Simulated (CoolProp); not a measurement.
Vapour-liquid equilibrium of n-decane (1) + n-dodecane (2) at 301.05 °C; x and y are mole fractions of (1).

Values from CoolProp's multi-fluid Helmholtz-energy mixture model, Lemmon 2006 and Lemmon 2004; pair parameters Bell 2016.

Question: Give the bubble pressure and the first vapour's composition at x = 0.35, 0.5, 0.8. Is there an azeotrope?

Answer: x = 0.35: 726.4 kPa, y = 0.472; x = 0.5: 815.4 kPa, y = 0.622; x = 0.8: 1006 kPa, y = 0.864. No azeotrope shows between x = 0.05 and 0.95.

Pair parameters are fitted to limited data, so mixtures are less certain than the pure fluids.
